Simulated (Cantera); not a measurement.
A perfectly stirred reactor is fed with CH₄ : O₂ : N₂ = 1 : 2.04 : 7.67 (molar parts), at 0.240 bar; it is adiabatic with a 400 K inlet, and is followed from long to short residence time, starting on the burning branch (τ in s: 0.2, 0.073, 0.027, 0.0099, 0.0037, 0.0013, 0.0005, 0.00018, 6.7e-05, 2.5e-05, 9.2e-06).

Model: GRI-Mech 3.0 (53 species, 325 reactions), integrated in Cantera.

### Question
What does this change do: 0.75 parts H2 added?

### Answer
```tsv
quantity	before	after
blow-out, bracketed by the residence times tried	burning at 0.500 ms, out at 0.180 ms	burning at 0.180 ms, out at 67.0 µs
x(CH₄) at τ = 0.200 s	3.82e-6	3.72e-6
x(O₂) at τ = 0.200 s	0.0122	0.00168
x(O) at τ = 0.200 s	0.00104	0.000505
x(CO₂) at τ = 0.200 s	0.0772	0.0513
x(C₂H₂) at τ = 0.200 s	3.00e-10	1.69e-9
x(CH₄) at τ = 1.30 ms	0.000228	0.000166
x(O₂) at τ = 1.30 ms	0.0266	0.0118
x(O) at τ = 1.30 ms	0.00577	0.00447
x(CO₂) at τ = 1.30 ms	0.0580	0.0439
x(C₂H₂) at τ = 1.30 ms	8.20e-8	2.15e-7
```
